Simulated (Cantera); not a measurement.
Ignition delay

Mixture: 14.0 % CH3OH, 16.2 % O2, 61.0 % N2, 8.85 % H2O, equivalence ratio 1.3, at 0.681 atm, adiabatic and at constant volume. Ignition delay is the time to a rise of 400 K.

Detailed kinetics in Cantera: GRI-Mech 3.0 (53 species, 325 reactions). GRI-Mech 3.0 was tuned for natural gas; its chemistry of methanol as a main component is partial and can be far from experiment.

```
T0 (K)  delay (ms)
------  ----------
1123          39.1
1223          6.79
1323          1.57
1423         0.459
1523         0.164
1623        0.0689
1723        0.0329
```

- apparent activation energy between 1523 and 1723 K = 180 kJ/mol
